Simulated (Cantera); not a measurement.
A Cantera script and its output.

```python
import numpy as np
import cantera as ct

gas = ct.Solution("gri30.yaml")
gas.TPX = 1350, 100000, {'H2': 1.4, 'O2': 1, 'N2': 0.7}
inlet = ct.Reservoir(gas, clone=True)

reactor = ct.IdealGasConstPressureReactor(gas, energy="off", clone=False)
exhaust = ct.Reservoir(gas, clone=True)
tau = [0.77, 0.38, 0.19, 0.091, 0.045, 0.022, 0.011, 0.0054, 0.0026, 0.0013, 0.00064][0]
for a, b in ((inlet, reactor), (reactor, exhaust)):
    ct.MassFlowController(a, b, mdot=lambda t: reactor.mass / tau)
net = ct.ReactorNet([reactor])
show = ['H2', 'O2', 'N2O', 'H2O', 'H', 'NO', 'O']

rows = []
print(f"{'tau/s':>10s}{'T/K':>9s}" + "".join(f"{s:>11s}" for s in show))
for tau in [0.77, 0.38, 0.19, 0.091, 0.045, 0.022, 0.011, 0.0054, 0.0026, 0.0013, 0.00064]:
    net.initial_time = 0.0
    net.advance(30 * tau)
    before = gas.X
    net.advance(40 * tau)
    drift = np.max(np.abs(gas.X - before) / (gas.X + 1e-9))
    rows.append([gas.T, *gas[show].X, drift])
    print(f"{tau:10.3e}{gas.T:9.1f}" + "".join(f"{x:11.3e}" for x in gas[show].X))
```

It prints:

```
     tau/s      T/K         H2         O2        N2O        H2O          H         NO          O
 7.700e-01   1350.0  1.643e-04  1.250e-01  2.865e-07  5.830e-01  1.363e-06  2.183e-07  7.231e-06
 3.800e-01   1350.0  2.679e-04  1.250e-01  3.485e-07  5.828e-01  2.731e-06  2.311e-07  1.177e-05
 1.900e-01   1350.0  4.313e-04  1.251e-01  3.867e-07  5.825e-01  5.413e-06  2.304e-07  1.926e-05
 9.100e-02   1350.0  7.111e-04  1.251e-01  3.951e-07  5.821e-01  1.121e-05  2.179e-07  3.295e-05
 4.500e-02   1350.0  1.138e-03  1.253e-01  3.778e-07  5.814e-01  2.249e-05  2.025e-07  5.565e-05
 2.200e-02   1350.0  1.813e-03  1.255e-01  3.451e-07  5.804e-01  4.561e-05  1.922e-07  9.543e-05
 1.100e-02   1350.0  2.808e-03  1.258e-01  3.072e-07  5.789e-01  9.041e-05  1.950e-07  1.611e-04
 5.400e-03   1350.0  4.336e-03  1.263e-01  2.665e-07  5.766e-01  1.822e-04  2.198e-07  2.743e-04
 2.600e-03   1350.0  6.676e-03  1.272e-01  2.256e-07  5.731e-01  3.733e-04  2.803e-07  4.691e-04
 1.300e-03   1350.0  9.933e-03  1.283e-01  1.891e-07  5.681e-01  7.339e-04  3.855e-07  7.691e-04
 6.400e-04   1350.0  1.476e-02  1.300e-01  1.549e-07  5.606e-01  1.455e-03  5.600e-07  1.254e-03
```

Cantera simulation using GRI-Mech 3.0 (53 species, 325 reactions); the numbers are that mechanism's predictions, not measurements. The temperature is held fixed by assumption; the heat of reaction is taken as removed at once.
